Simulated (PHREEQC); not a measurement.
0.2 g of hydrous ferric oxide (600 m²/g; 0.2 weak and 0.005 strong sites per Fe, Dzombak-Morel constants, diffuse double layer) in 1 kg of water with 0.005 mol/kgw of an inert sodium salt and 0.95 mmol/kgw H3BO3, 0.0024 mmol/kgw Ag2SO4 and 0.049 mmol/kgw NiCl2, at 25 °C; the pH is set by adding NaOH or the inert anion's acid. O2 is buffered at 0.21 atm. CO2 from the air is kept out. Nothing may precipitate in this run.

Base run: PHREEQC, ion-association model, wateq4f.dat. Each further column changes one thing. The table gives Ag sorbed (%).

| pH | base | no electrostatic term (-no_edl) | background salt from 0.005 to 0.0005 mol/kgw | oxide from 0.2 to 1 g/kgw | 0.0017 mol/kgw NaF added |
|---|---|---|---|---|---|
| 4 | 0.1 | 0.0 | 0.1 | 0.4 | 0.0 |
| 4.5 | 0.3 | 0.0 | 0.4 | 1.6 | 0.1 |
| 5.5 | 3.4 | 0.1 | … | 15.3 | 1.4 |
| 6 | 7.0 | … | 7.5 | 30.3 | 2.8 |
| 6.5 | 7.0 | 0.4 | … | 44.9 | 2.9 |
| 7.5 | 10.1 | 7.4 | … | 83.3 | 8.5 |
| 8 | 23.0 | 23.2 | 23.5 | 93.8 | 21.9 |
| 8.5 | 46.8 | … | 47.7 | 97.9 | 46.1 |
| 9.5 | 88.8 | … | 89.2 | 99.8 | 88.7 |
| 10 | 96.0 | 73.6 | 96.2 | 99.9 | 95.9 |

Q: Complete the blanks.

A: 
- 5.5, background salt from 0.005 to 0.0005 mol/kgw: 3.8
- 6, no electrostatic term (-no_edl): 0.2
- 6.5, background salt from 0.005 to 0.0005 mol/kgw: 7.2
- 7.5, background salt from 0.005 to 0.0005 mol/kgw: 10.2
- 8.5, no electrostatic term (-no_edl): 45.4
- 9.5, no electrostatic term (-no_edl): 70.6

In at least one series the solution becomes supersaturated in solids that the run did not let form, among them Cerargyrite. Real BF4- forms and hydrolyses slowly; the run takes it at equilibrium.
